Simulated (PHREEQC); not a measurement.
Consider water at 45 °C with 0.039 mol/kgw HF, 0.0011 mol/kgw NaF, 5.7e-05 mol/kgw H2SiF6, 0.00073 mol/kgw HCl and 0.018 mol/kgw KHCO3. Closed to the air; pH follows from the charge balance.

Equilibrium calculation in PHREEQC: ion-association model, phreeqc.dat.

The ionic strength comes out as 0.0198 mol/kgw. What activity coefficients do HCO3-, Cl-, SiF6-2, F-, H+ get?

HCO3- 0.87, Cl- 0.86, SiF6-2 0.57, F- 0.86, H+ 0.89.

Precipitation was switched off in this run. Complexes and solids missing from the database can't appear. Away from 25 °C the constants follow the database's enthalpies or fits; those with neither stay at their 25 °C values. SiF6-2 is the database's only silicon fluoride.
